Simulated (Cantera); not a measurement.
A perfectly stirred reactor is fed with 45.5 % C₂H₄, 54.5 % H₂, at 0.0267 bar; it is held at 1398 K, and followed from long to short residence time.

Computed with Cantera and GRI-Mech 3.0 (53 species, 325 reactions). GRI-Mech 3.0 was tuned for natural gas; its chemistry of ethylene as a main component is partial and can be far from experiment. GRI-Mech 3.0 stops at C3 and has no aromatics, soot or wall deposition, so with more carbon than oxygen in the feed, carbon stays in small species such as C2H2 where larger ones or solid carbon would form. Radical loss at walls, strong at low pressure, is not modelled.

Question: Predict: x(C₂H₄) at τ = 0.930 s; x(H₂) at τ = 0.930 s; x(H) at τ = 0.930 s; x(CH₄) at τ = 0.930 s; x(C₂H₄) at τ = 11.0 ms; x(H₂) at τ = 11.0 ms; x(H) at τ = 11.0 ms; x(CH₄) at τ = 11.0 ms.

Answer: 
```json
{
 "x(C₂H₄) at τ = 0.930 s": "0.163",
 "x(H₂) at τ = 0.930 s": "0.636",
 "x(H) at τ = 0.930 s": "1.01e-5",
 "x(CH₄) at τ = 0.930 s": "0.000985",
 "x(C₂H₄) at τ = 11.0 ms": "0.452",
 "x(H₂) at τ = 11.0 ms": "0.546",
 "x(H) at τ = 11.0 ms": "3.71e-7",
 "x(CH₄) at τ = 11.0 ms": "2.75e-7"
}
```
